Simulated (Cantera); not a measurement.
## Stirred combustor or abatement burner

A perfectly stirred reactor is fed with 3.85 % CH4, 0.462 % H2, 17.2 % O2, 64.6 % N2, 13.8 % H2O, equivalence ratio 0.46, at 1300000 Pa; it is adiabatic with a 675 K inlet, and is followed from long to short residence time, starting on the burning branch (τ in s: 0.37, 0.11, 0.032, 0.0095, 0.0028, 0.00082, 0.00024, 7.1e-05, 2.1e-05, 6.1e-06).

Model: GRI-Mech 3.0 (53 species, 325 reactions), integrated in Cantera. The pressure lies above the range GRI-Mech 3.0 was tuned for (to about 10 atm).

| τ (s) | T (K) | x CH4 | x H2 | x O2 | x OH | x H2O | x NO | x CH3 |
|---|---|---|---|---|---|---|---|---|
| 0.37 | 1556 | 4.34e-6 | 2.70e-6 | 0.0933 | 8.38e-5 | 0.220 | 3.59e-7 | 3.86e-7 |
| 0.11 | 1555 | 1.36e-5 | 6.86e-6 | 0.0933 | 8.77e-5 | 0.220 | 1.64e-7 | 1.23e-6 |
| 0.032 | 1553 | 4.33e-5 | 2.05e-5 | 0.0935 | 9.15e-5 | 0.220 | 1.04e-7 | 3.85e-6 |
| 0.0095 | 1545 | 0.000141 | 6.65e-5 | 0.0941 | 8.94e-5 | 0.220 | 8.96e-8 | 1.12e-5 |
| 0.0028 | 1510 | 0.000576 | 0.000264 | 0.0966 | 6.63e-5 | 0.218 | 6.25e-8 | 2.91e-5 |
| 0.00082 | 675 | 0.0385 | 0.00462 | 0.172 | <1e-12 | 0.138 | <1e-12 | <1e-12 |
| 0.00024 | 675 | 0.0385 | 0.00462 | 0.172 | <1e-12 | 0.138 | <1e-12 | <1e-12 |
| 7.1e-5 | 675 | 0.0385 | 0.00462 | 0.172 | <1e-12 | 0.138 | <1e-12 | <1e-12 |
| 2.1e-5 | 675 | 0.0385 | 0.00462 | 0.172 | <1e-12 | 0.138 | <1e-12 | <1e-12 |
| 6.1e-6 | 675 | 0.0385 | 0.00462 | 0.172 | <1e-12 | 0.138 | <1e-12 | <1e-12 |
x: mole fraction; the columns are a selection and need not sum to one.
